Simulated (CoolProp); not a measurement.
Saturation properties of CH2F2 (R32).

Computed with CoolProp (reference Helmholtz-energy equation of state, Tillner-Roth 1997).

| T (K) | p (MPa) | liquid density (kg/m³) | enthalpy of vaporisation (kJ/kg) | surface tension (mN/m) | liquid viscosity (µPa s) |
|---|---|---|---|---|---|
| 261.7 | 0.5539 | 1093 | 332.3 | 13.0 | 176 |
| 267.2 | 0.6690 | 1075 | 324.4 | 12.0 | 164 |
| 272.7 | 0.8014 | 1057 | 316.0 | 11.1 | 153 |
| 278.1 | 0.9500 | 1038 | 307.4 | 10.1 | 143 |
| 283.6 | 1.122 | 1018 | 298.1 | 9.18 | 134 |
| 289 | 1.312 | 997.6 | 288.5 | 8.28 | 125 |
| 294.5 | 1.530 | 976.0 | 278.2 | 7.38 | 117 |
| 300 | 1.775 | 953.2 | 267.1 | 6.50 | 109 |
| 305.4 | 2.042 | 929.6 | 255.5 | 5.65 | 102 |
| 310.9 | 2.345 | 904.0 | 242.6 | 4.82 | 94.8 |
| 316.4 | 2.681 | 876.5 | 228.7 | 4.02 | 88.1 |
| 321.8 | 3.045 | 847.1 | 213.6 | 3.26 | 81.8 |
| 327.3 | 3.453 | 813.8 | 196.5 | 2.52 | 75.5 |
| 332.7 | 3.895 | 776.7 | 177.3 | 1.83 | 69.5 |

It boils at 221.5 K under 1 atm.

Viscosity comes from a separate model (Bell 2016), an estimate that may be off by 10 % or more. Surface tension comes from a separate correlation (Mulero 2012).
